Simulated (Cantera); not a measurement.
An isothermal, constant-pressure homogeneous reactor starts with CH4 : H2O : H2 = 1 : 4.2 : 1 (molar parts), at 1773 K and 3750 Torr.

Model: GRI-Mech 3.0 (53 species, 325 reactions), integrated in Cantera.

x: mole fraction; the columns are a selection and need not sum to one.

| t (s) | x CH4 | x H2O | x H2 | x CH2CO | x CO2 | x CH2O | x O |
|---|---|---|---|---|---|---|---|
| 0.000500 | 0.129 | 0.659 | 0.197 | 1.41e-5 | 3.79e-5 | 2.13e-5 | 1.42e-9 |
| 0.00162 | … | 0.631 | … | … | … | … | … |
| 0.00523 | … | 0.591 | … | … | … | … | 7.70e-10 |
| 0.0169 | 0.0297 | 0.532 | 0.365 | 3.39e-5 | 0.00946 | 3.13e-6 | 6.85e-10 |
| 0.0548 | 0.0204 | 0.456 | 0.429 | 1.31e-5 | 0.0169 | 1.42e-6 | 6.48e-10 |
| 0.177 | 0.00905 | 0.394 | 0.483 | 1.97e-6 | 0.0198 | 5.01e-7 | 6.12e-10 |
| 0.573 | 0.00109 | 0.372 | 0.505 | 4.67e-8 | 0.0200 | 1.49e-7 | 5.77e-10 |
| 1.85 | 2.46e-6 | 0.370 | 0.508 | 5.78e-11 | 0.0200 | 1.08e-7 | 5.78e-10 |
| 6.00 | 2.20e-7 | 0.370 | 0.508 | 5.28e-12 | 0.0200 | 1.08e-7 | 5.79e-10 |

Complete the blanks.


- 0.00162, x CH4: 0.0914
- 0.00162, x H2: 0.245
- 0.00162, x CH2CO: 3.36e-5
- 0.00162, x CO2: 0.000370
- 0.00162, x CH2O: 1.34e-5
- 0.00162, x O: 1.02e-9
- 0.00523, x CH4: 0.0511
- 0.00523, x H2: 0.305
- 0.00523, x CH2CO: 4.45e-5
- 0.00523, x CO2: 0.00258
- 0.00523, x CH2O: 6.66e-6
